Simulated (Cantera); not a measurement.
Cantera with NASA thermochemical tables; ideal gases at 1 bar, condensed phases pure. Values are per mole of reaction as written; species without (g) are pure solids or liquids, kept so even where they would boil at 1 bar.

Pb(g) + SF6(g) ⇌ 6 F(g) + PbS(g)

```tsv
T (K)	ΔH° (kJ)	ΔS° (J/K)	ΔG° (kJ)	log10 K
1125	?	?	?	?
1175	1641.4	758.6	750.0	-33.34
1225	?	?	?	?
1275	1640.6	758.0	674.2	-27.62
1325	1640.2	757.6	636.3	-25.08
1375	?	?	?	?
1425	1639.2	756.9	560.6	-20.55
1475	1638.6	756.5	522.8	-18.51
1525	?	?	?	?
1575	1637.4	755.7	447.1	-14.83
1625	1636.8	755.3	409.4	-13.16
```

### Question
Complete the blanks.

### Answer

- 1125, ΔH° (kJ): 1641.8
- 1125, ΔS° (J/K): 758.9
- 1125, ΔG° (kJ): 788.0
- 1125, log10 K: -36.59
- 1225, ΔH° (kJ): 1641.0
- 1225, ΔS° (J/K): 758.3
- 1225, ΔG° (kJ): 712.1
- 1225, log10 K: -30.36
- 1375, ΔH° (kJ): 1639.7
- 1375, ΔS° (J/K): 757.3
- 1375, ΔG° (kJ): 598.5
- 1375, log10 K: -22.73
- 1525, ΔH° (kJ): 1638.0
- 1525, ΔS° (J/K): 756.1
- 1525, ΔG° (kJ): 484.9
- 1525, log10 K: -16.61
